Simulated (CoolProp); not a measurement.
Vapour-liquid equilibrium of propylene (1) + benzene (2) at 10.95 °C; x and y are mole fractions of (1).

Model: multi-fluid Helmholtz-energy mixture model, Lemmon 2013 and Thol 2012; pair parameters Bell 2016, in CoolProp.

```csv
x,bubble pressure (kPa),y at the bubble point,dew pressure at overall composition x (kPa),liquid density (mol/L)
0.05,75.62,0.917,6.717,11.47
0.2,246.7,(withheld),(withheld),11.76
0.35,374.3,0.986,9.815,12.04
0.5,473.8,0.990,12.75,12.29
0.65,560.2,0.993,(withheld),12.50
0.8,648.2,0.995,(withheld),(withheld)
0.95,(withheld),0.999,123.8,12.63
```

Fill in the missing entries.


- 0.2, y at the bubble point: 0.976
- 0.2, dew pressure at overall composition x (kPa): 7.976
- 0.65, dew pressure at overall composition x (kPa): 18.20
- 0.8, dew pressure at overall composition x (kPa): 31.75
- 0.8, liquid density (mol/L): 12.64
- 0.95, bubble pressure (kPa): 755.1

No azeotrope shows between x = 0.05 and 0.95.

Pair parameters are fitted to limited data, so mixtures are less certain than the pure fluids. The gap from Raoult's law changes sign with composition, which may be real or a fault of the pair parameters; it wasn't checked against measurements. With so large a gap from Raoult's law the liquid may split in two, which this calculation doesn't test in full.
